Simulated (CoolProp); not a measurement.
Ethylbenzene along the isotherm 620 K: Z from the reference equation and from simpler models built on Tc = 617.1 K, pc = 3.622 MPa, ω = 0.304; each cubic takes its own stable root.

Values from CoolProp's reference Helmholtz-energy equation of state, Zhou 2012.

| p (MPa) | phase | reference | van der Waals | Redlich-Kwong | Soave-Redlich-Kwong |
|---|---|---|---|---|---|
| 2.79 | gas | 0.6478 | 0.6979 | 0.6668 | 0.6684 |
| 5.57 | supercritical | 0.2392 | 0.3561 | 0.2959 | 0.2972 |
| 8.36 | supercritical | 0.3284 | 0.4798 | 0.3891 | 0.3900 |
| 11.1 | supercritical | 0.4160 | 0.6015 | 0.4812 | ___ |
| 13.9 | supercritical | ___ | 0.7235 | 0.5730 | 0.5738 |
| 16.7 | supercritical | 0.5895 | 0.8431 | ___ | 0.6634 |
| 19.5 | supercritical | 0.6737 | 0.9606 | 0.7502 | 0.7510 |
| 22.3 | supercritical | 0.7566 | 1.076 | 0.8362 | 0.8369 |
| 25.1 | supercritical | 0.8382 | 1.191 | 0.9207 | 0.9214 |
| 27.9 | supercritical | 0.9187 | 1.304 | 1.004 | 1.005 |
| 30.7 | supercritical | 0.9982 | 1.416 | 1.086 | 1.087 |
| 33.4 | supercritical | 1.074 | 1.523 | 1.165 | 1.165 |
| 36.2 | supercritical | ___ | 1.633 | 1.245 | 1.246 |

Task: Some entries are withheld; supply them.

Result: 
- 11.1, Soave-Redlich-Kwong: 0.4820
- 13.9, reference: 0.5036
- 16.7, Redlich-Kwong: 0.6626
- 36.2, reference: 1.152
